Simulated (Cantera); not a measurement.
Charge: 1 mol SiHCl3, 220 mol H2, equilibrated at 1.90 bar.

Equilibrium computed with Cantera from the NASA thermochemical tables; the gas is ideal and each condensed phase is pure. Candidate condensed phases: Si; 19 gas species. Gases not in the tables: Si2H6 and higher silanes. Rates play no part.

Q: Which condensed phases are stable at each of these points (T (K)): 948, 1023, 1098, 1173, 1248, 1323, 1398, 1473, 1548, 1623, 1698?

A: 
| T (K) | condensed phases | Si condensed (%) |
|---|---|---|
| 948 | Si(s) | 18.2 |
| 1023 | Si(s) | 29.5 |
| 1098 | Si(s) | 44.6 |
| 1173 | Si(s) | 61.0 |
| 1248 | Si(s) | 74.4 |
| 1323 | Si(s) | 82.2 |
| 1398 | Si(s) | 85.6 |
| 1473 | Si(s) | 86.8 |
| 1548 | Si(s) | 87.1 |
| 1623 | Si(s) | 86.9 |
| 1698 | Si(l) | 86.7 |

From 948 K to 1623 K the condensed part is Si(s). At 1698 K the condensed part is Si(l).
